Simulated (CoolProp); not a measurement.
The numbers come from the reference Helmholtz-energy equation of state, Wu 2012 in CoolProp.

Question: Give the vapour pressure (MPa), liquid density (kg/m³), enthalpy of vaporisation (kJ/kg), liquid cp (kJ/(kg K)) of saturated fluoroethane (R161) at 282 K.

Answer: 
```tsv
T (K)	p (MPa)	liquid density (kg/m³)	enthalpy of vaporisation (kJ/kg)	liquid cp (kJ/(kg K))
282	0.579	743	366	2.18
```
